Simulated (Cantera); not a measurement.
# Diamond growth

A diamond (100) surface in a fixed gas of H2 with x(CH4) = 0.01, x(H) = 0.0019, x(CH3) = 0.00035, at 1223 K; coverages are run to steady state.

Model: the Harris–Goodwin 1993 mechanism for the reconstructed diamond (100) surface, integrated in Cantera.

```
P (Pa)  growth (µm/h)  θ c6HH  θ c6H*  θ c6*H  θ c6**    θ c6HM
------  -------------  ------  ------  ------  ------  --------
750             0.215   0.438  0.0401   0.491  0.0275  0.000554
1100            0.345   0.438  0.0401   0.491  0.0275  0.000813
1600            0.556   0.438  0.0401   0.491  0.0274   0.00118
2400            0.954   0.437  0.0400   0.490  0.0274   0.00174
3600             1.68   0.437  0.0400   0.490  0.0274   0.00256
5400             3.06   0.436  0.0399   0.489  0.0273   0.00372
7900             5.47   0.435  0.0398   0.487  0.0272   0.00521
12000            10.5   0.434  0.0397   0.485  0.0271   0.00739
```
θ: site fractions in the mechanism's names (c6HH fully hydrogenated, c6H* and c6*H radical sites, c6** diradical, c6HM methylated).
